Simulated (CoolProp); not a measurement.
The fluid at 298.15 K and 0.0287 MPa expands adiabatically to 0.00232 MPa with isentropic efficiency 0.85. The same conditions are run with several fluids, on thermodynamics alone (safety and materials aside).

Computed with CoolProp (reference Helmholtz-energy equation of state of each fluid (R365MFC: Lemmon 2016; nitrogen: Span 2000; CH2F2 (R32): Tillner-Roth 1997)).

```
fluid        work (kJ/kg)  final temperature (K)  final density (kg/m³)
-----------  ------------  ---------------------  ---------------------
R365MFC              33.0                  262.5                  0.158
nitrogen              135                  168.3                 0.0465
CH2F2 (R32)          79.1                  193.3                 0.0752
```
